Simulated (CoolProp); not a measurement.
A simple Rankine cycle with chlorine: condensing at 321.15 K, boiler at 6.59 MPa, turbine inlet 411.8 K, turbine efficiency 0.65, pump efficiency 0.8, no recuperator. Each further row changes one setting.

Values from CoolProp's reference Helmholtz-energy equation of state, Thol 2021.

```json
[
 {"case": "as stated", "thermal efficiency (%)": "10.1", "net work (kJ/kg)": "21.4", "heat in (kJ/kg)": "213", "turbine exit temperature (K)": "321.1", "volume ratio over the turbine": "4.74"},
 {"case": "turbine inlet 431.8 K", "thermal efficiency (%)": "10.7", "net work (kJ/kg)": "25.9", "heat in (kJ/kg)": "242", "turbine exit temperature (K)": "321.1", "volume ratio over the turbine": "4.17"},
 {"case": "condensing temperature 313.15 K", "thermal efficiency (%)": "11.0", "net work (kJ/kg)": "24.3", "heat in (kJ/kg)": "221", "turbine exit temperature (K)": "313.1", "volume ratio over the turbine": "5.68"},
 {"case": "boiler pressure 4.61 MPa", "thermal efficiency (%)": "9.0", "net work (kJ/kg)": "22.3", "heat in (kJ/kg)": "249", "turbine exit temperature (K)": "321.1", "volume ratio over the turbine": "2.90"},
 {"case": "turbine efficiency 0.55", "thermal efficiency (%)": "8.1", "net work (kJ/kg)": "17.3", "heat in (kJ/kg)": "213", "turbine exit temperature (K)": "321.1", "volume ratio over the turbine": "4.83"}
]
```

The expansion ends wet for: as stated; turbine inlet 431.8 K; condensing temperature 313.15 K; boiler pressure 4.61 MPa; turbine efficiency 0.55.
